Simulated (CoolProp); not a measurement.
Properties of CH3F (R41) along the isotherm 328.5 K (Tc = 317.3 K, pc = 5.906 MPa, ω = 0.200).

Values from CoolProp's reference Helmholtz-energy equation of state, Lemmon 2006. It is a short technical equation, of lower accuracy than the large ones.

```json
[
 {"p (MPa)": "0.185", "phase": "gas", "density (kg/m³)": "2.331", "isothermal compressibility (1/MPa)": "5.466"},
 {"p (MPa)": "0.369", "phase": "gas", "density (kg/m³)": "4.702", "isothermal compressibility (1/MPa)": "2.772"},
 {"p (MPa)": "0.554", "phase": "gas", "density (kg/m³)": "7.142", "isothermal compressibility (1/MPa)": "1.868"},
 {"p (MPa)": "0.738", "phase": "gas", "density (kg/m³)": "9.627", "isothermal compressibility (1/MPa)": "1.420"},
 {"p (MPa)": "0.923", "phase": "gas", "density (kg/m³)": "12.19", "isothermal compressibility (1/MPa)": "1.150"},
 {"p (MPa)": "1.11", "phase": "gas", "density (kg/m³)": "14.84", "isothermal compressibility (1/MPa)": "0.9689"},
 {"p (MPa)": "1.29", "phase": "gas", "density (kg/m³)": "17.46", "isothermal compressibility (1/MPa)": "0.8448"},
 {"p (MPa)": "1.48", "phase": "gas", "density (kg/m³)": "20.31", "isothermal compressibility (1/MPa)": "0.7472"},
 {"p (MPa)": "1.66", "phase": "gas", "density (kg/m³)": "23.07", "isothermal compressibility (1/MPa)": "0.6757"},
 {"p (MPa)": "1.85", "phase": "gas", "density (kg/m³)": "26.08", "isothermal compressibility (1/MPa)": "0.6159"},
 {"p (MPa)": "2.03", "phase": "gas", "density (kg/m³)": "29.02", "isothermal compressibility (1/MPa)": "0.5701"},
 {"p (MPa)": "2.21", "phase": "gas", "density (kg/m³)": "32.04", "isothermal compressibility (1/MPa)": "0.5322"},
 {"p (MPa)": "2.4", "phase": "gas", "density (kg/m³)": "35.33", "isothermal compressibility (1/MPa)": "0.4989"},
 {"p (MPa)": "2.58", "phase": "gas", "density (kg/m³)": "38.56", "isothermal compressibility (1/MPa)": "0.4723"},
 {"p (MPa)": "2.77", "phase": "gas", "density (kg/m³)": "42.08", "isothermal compressibility (1/MPa)": "0.4486"},
 {"p (MPa)": "2.95", "phase": "gas", "density (kg/m³)": "45.54", "isothermal compressibility (1/MPa)": "0.4295"}
]
```
